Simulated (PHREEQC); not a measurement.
A made-up water analysis in mg/L, 5 °C, pH 7.13, pe 0.6:

```json
[
 {"constituent": "Na", "mg/L": "270"},
 {"constituent": "K", "mg/L": "233"},
 {"constituent": "Ca", "mg/L": "15"},
 {"constituent": "Mg", "mg/L": "70.6"},
 {"constituent": "Cl", "mg/L": "316"},
 {"constituent": "S(6) as SO4", "mg/L": "4.7"},
 {"constituent": "Alkalinity as HCO3", "mg/L": "870"},
 {"constituent": "Si as SiO2", "mg/L": "0.292"},
 {"constituent": "Li", "mg/L": "0.482"},
 {"constituent": "F", "mg/L": "0.202"},
 {"constituent": "Mn(2)", "mg/L": "4.53"},
 {"constituent": "Zn", "mg/L": "0.828"}
]
```

Valence states are taken as typed.

The numbers come from PHREEQC with the ion-association model, wateq4f.dat.

This is a speciation only: nothing precipitates in the calculation.

Question: Order these S species by the share of S that they hold, largest first: NaSO4-, MgSO4, SO4-2, KSO4-, CaSO4.

Answer: SO4-2 (85 %), MgSO4 (9.6 %), NaSO4- (2.4 %), CaSO4 (1.5 %), KSO4- (1.3 %)

The pH is 7.13 and the ionic strength 0.0266 mol/kgw. The solution is supersaturated, for example in Rhodochrosite, so a real one may precipitate; this is no full list. Away from 25 °C the constants follow the database's enthalpies or fits; those with neither stay at their 25 °C values. SiF6-2 is the database's only silicon fluoride. The database's zinc carbonate complexes are estimates, stronger than later reviews accept.
